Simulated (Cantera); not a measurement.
Input (Python, Cantera):

```python
import numpy as np
import cantera as ct

gas = ct.Solution("gri30.yaml")
gas.TPX = 798, 26000, {'CH4': 1, 'O2': 1.82, 'N2': 11, 'H2O': 0.82}
inlet = ct.Reservoir(gas, clone=True)
gas.equilibrate("HP")  # start burning
reactor = ct.IdealGasConstPressureReactor(gas, energy="on", clone=False)
exhaust = ct.Reservoir(gas, clone=True)
tau = [0.074, 0.034, 0.015, 0.007, 0.0032, 0.0014, 0.00065, 0.0003, 0.00013, 6.1e-05, 2.8e-05][0]
for a, b in ((inlet, reactor), (reactor, exhaust)):
    ct.MassFlowController(a, b, mdot=lambda t: reactor.mass / tau)
net = ct.ReactorNet([reactor])
show = ['CH4', 'O2', 'H2O', 'CH2', 'C2H4', 'CH3', 'CO2']

rows = []
print(f"{'tau/s':>10s}{'T/K':>9s}" + "".join(f"{s:>11s}" for s in show))
for tau in [0.074, 0.034, 0.015, 0.007, 0.0032, 0.0014, 0.00065, 0.0003, 0.00013, 6.1e-05, 2.8e-05]:
    net.initial_time = 0.0
    net.advance(30 * tau)
    before = gas.X
    net.advance(40 * tau)
    drift = np.max(np.abs(gas.X - before) / (gas.X + 1e-9))
    rows.append([gas.T, *gas[show].X, drift])
    print(f"{tau:10.3e}{gas.T:9.1f}" + "".join(f"{x:11.3e}" for x in gas[show].X))
```

Result:

```
     tau/s      T/K        CH4         O2        H2O        CH2       C2H4        CH3        CO2
 7.400e-02   1966.5  1.087e-05  3.153e-03  1.720e-01  3.936e-07  2.231e-09  5.528e-06  4.929e-02
 3.400e-02   1936.3  1.830e-05  4.355e-03  1.695e-01  5.920e-07  4.587e-09  8.605e-06  4.806e-02
 1.500e-02   1898.9  3.316e-05  5.821e-03  1.664e-01  9.087e-07  1.072e-08  1.427e-05  4.662e-02
 7.000e-03   1860.7  6.061e-05  7.324e-03  1.634e-01  1.384e-06  2.659e-08  2.395e-05  4.517e-02
 3.200e-03   1820.8  1.194e-04  9.021e-03  1.606e-01  2.241e-06  7.905e-08  4.328e-05  4.341e-02
 1.400e-03   1779.5  2.654e-04  1.125e-02  1.582e-01  4.077e-06  3.140e-07  8.789e-05  4.067e-02
 6.500e-04   1737.3  6.340e-04  1.471e-02  1.566e-01  8.064e-06  1.572e-06  1.913e-04  3.586e-02
 3.000e-04    798.0  6.831e-02  1.243e-01  5.601e-02  1.304e-28 -7.880e-18  2.940e-13 -2.257e-16
 1.300e-04    798.0  6.831e-02  1.243e-01  5.601e-02  2.771e-29  2.135e-23  1.274e-13  6.082e-22
 6.100e-05    798.0  6.831e-02  1.243e-01  5.601e-02  7.413e-30  9.633e-27  5.976e-14 -1.817e-27
 2.800e-05    798.0  6.831e-02  1.243e-01  5.601e-02  2.081e-30  6.794e-28  2.743e-14  6.392e-29
```

Model: GRI-Mech 3.0 (53 species, 325 reactions), integrated in Cantera.
